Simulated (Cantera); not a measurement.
An adiabatic, constant-pressure homogeneous reactor starts with H2 : O2 : N2 = 1 : 0.769 : 7.69 (molar parts), equivalence ratio 0.65, at 1150 K and 1.38 atm.

Cantera simulation using the H2/O2 subset of GRI-Mech 3.0, which has no nitrogen chemistry; the numbers are that mechanism's predictions, not measurements.

Q: Predict: time of steepest temperature rise; temperature at 0.100 s; equilibrium temperature; x(H2) at 0.100 s; x(O2) at 0.100 s; x(H) at 0.100 s; x(O) at 0.100 s; x(H2O) at 0.100 s; x(H2O2) at 0.100 s; x(HO2) at 0.100 s.

A: 
```
Property                                                             Value
---------------------------------  ---------------------------------------
time of steepest temperature rise                                  99.0 µs
temperature at 0.100 s                                              1911 K
equilibrium temperature                                             1911 K
x(H2) at 0.100 s                   7.80e-5 (gas-phase equilibrium 7.80e-5)
x(O2) at 0.100 s                     0.0298 (gas-phase equilibrium 0.0298)
x(H) at 0.100 s                    6.47e-6 (gas-phase equilibrium 6.47e-6)
x(O) at 0.100 s                    4.80e-5 (gas-phase equilibrium 4.80e-5)
x(H2O) at 0.100 s                      0.111 (gas-phase equilibrium 0.111)
x(H2O2) at 0.100 s                 3.10e-8 (gas-phase equilibrium 3.10e-8)
x(HO2) at 0.100 s                  5.16e-7 (gas-phase equilibrium 5.16e-7)
```
